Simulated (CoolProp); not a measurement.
The numbers come from the reference Helmholtz-energy equation of state, Thol 2015 in CoolProp.

**Question.** For octamethylcyclotetrasiloxane (D4), give the phase and the cv (kJ/(kg K)), Joule-Thomson coefficient (K/MPa), isothermal compressibility (1/MPa) at 346.85 °C and 0.269 MPa; 346.85 °C and 0.359 MPa.

**Answer.** 
- 346.85 °C and 0.269 MPa: gas; cv 2.02, Joule-Thomson coefficient 7.70, isothermal compressibility 3.96
- 346.85 °C and 0.359 MPa: gas; cv 2.02, Joule-Thomson coefficient 7.97, isothermal compressibility 3.04
